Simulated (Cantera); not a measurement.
Adiabatic ignition

An adiabatic, constant-pressure homogeneous reactor starts with 4.67 % CH4, 1.07 % H2, 11.1 % O2, 83.1 % N2, equivalence ratio 0.89, at 1050 K and 490000 Pa.

Detailed kinetics in Cantera: GRI-Mech 3.0 (53 species, 325 reactions).

```csv
t (s),T (K),x CH4,x H2,x O2,x OH,x CH3
5.00e-6,1050,0.0467,0.0107,0.111,1.27e-12,2.71e-10
1.42e-5,1050,0.0467,0.0107,0.111,1.72e-12,7.78e-10
4.06e-5,1050,0.0467,0.0107,0.111,2.96e-12,2.17e-9
0.000116,1050,0.0467,0.0107,0.111,6.27e-12,5.75e-9
0.000329,1050,0.0467,0.0107,0.111,1.49e-11,1.42e-8
0.000937,1050,0.0467,0.0107,0.111,4.95e-11,3.94e-8
0.00267,1050,0.0467,0.0107,0.111,7.58e-10,3.70e-7
0.00760,1057,0.0460,0.0105,0.110,8.32e-8,8.66e-6
0.0216,2116,<1e-12,0.000279,0.0125,0.00119,<1e-12
0.0616,2115,<1e-12,0.000279,0.0124,0.00118,<1e-12
0.176,2114,<1e-12,0.000280,0.0121,0.00116,<1e-12
0.500,2112,<1e-12,0.000281,0.0116,0.00114,<1e-12
```
x: mole fraction; the columns are a selection and need not sum to one.

```json
{
  "time_of_steepest_temperature_rise": "13.4 ms",
  "temperature at 0.500 s": "2112 K",
  "equilibrium_temperature": "2111 K",
  "x(CH4) at 0.500 s": "<1e-12 (gas-phase equilibrium <1e-12)",
  "x(H2) at 0.500 s": "0.000281 (gas-phase equilibrium 0.000282)",
  "x(O2) at 0.500 s": "0.0116 (gas-phase equilibrium 0.0113)"
}
```
